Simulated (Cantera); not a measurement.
**Thermodynamics of carbon deposition, reforming and gasification, feed C3H8 + H2 + N2**

Input: 1 mol C3H8, 0.96 mol H2, 3.3 mol N2, held at 877 °C and 51.8 Torr.

Cantera equilibrium calculation (NASA polynomials, part measured and part estimated; ideal gas, pure solids and liquids). Candidate condensed phases: C, C6H6, C7H8, C8H18; 92 gas species. Rates play no part.

The x(H2) is 0.600 and the x(N2) is 0.400. The x(CH4) comes out as 0.000581. The x(HCN) comes out as 2.05e-5 and the x(NH3) is 4.94e-6. The n(C(graphite)) is 3.00 mol and the gas amount is 8.255 mol.
